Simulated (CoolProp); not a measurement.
Vapour-liquid equilibrium of propane (1) + isohexane (2) at 0.00737 MPa; x and y are mole fractions of (1).

Computed with CoolProp (multi-fluid Helmholtz-energy mixture model, Lemmon 2009 and Lemmon 2006; pair parameters Bell 2016).

```json
[
 {"x": "0.05", "bubble temperature, mixture model (°C)": "-38.6", "bubble temperature, Raoult's law (°C)": "-36.5", "y, mixture model": "0.890", "y, Raoult's law": "0.873"},
 {"x": "0.2", "bubble temperature, mixture model (°C)": "(withheld)", "bubble temperature, Raoult's law (°C)": "-63.0", "y, mixture model": "(withheld)", "y, Raoult's law": "0.988"},
 {"x": "0.35", "bubble temperature, mixture model (°C)": "-74.1", "bubble temperature, Raoult's law (°C)": "-72.5", "y, mixture model": "0.997", "y, Raoult's law": "0.996"},
 {"x": "0.5", "bubble temperature, mixture model (°C)": "(withheld)", "bubble temperature, Raoult's law (°C)": "-78.2", "y, mixture model": "0.998", "y, Raoult's law": "0.998"},
 {"x": "0.65", "bubble temperature, mixture model (°C)": "-82.6", "bubble temperature, Raoult's law (°C)": "-82.1", "y, mixture model": "0.999", "y, Raoult's law": "0.999"},
 {"x": "0.8", "bubble temperature, mixture model (°C)": "-85.3", "bubble temperature, Raoult's law (°C)": "-85.1", "y, mixture model": "1.000", "y, Raoult's law": "1.000"},
 {"x": "0.95", "bubble temperature, mixture model (°C)": "-87.5", "bubble temperature, Raoult's law (°C)": "-87.5", "y, mixture model": "1.000", "y, Raoult's law": "1.000"}
]
```

### Question
What belongs in the gaps?

### Answer

- 0.2, bubble temperature, mixture model (°C): -65.2
- 0.2, y, mixture model: 0.990
- 0.5, bubble temperature, mixture model (°C): -79.2

The largest gap from Raoult's law is -2.2 K in bubble temperature, at x = 0.2. No azeotrope shows between x = 0.05 and 0.95.

The pair parameters rest on a limited set of measurements; away from them the model extrapolates.
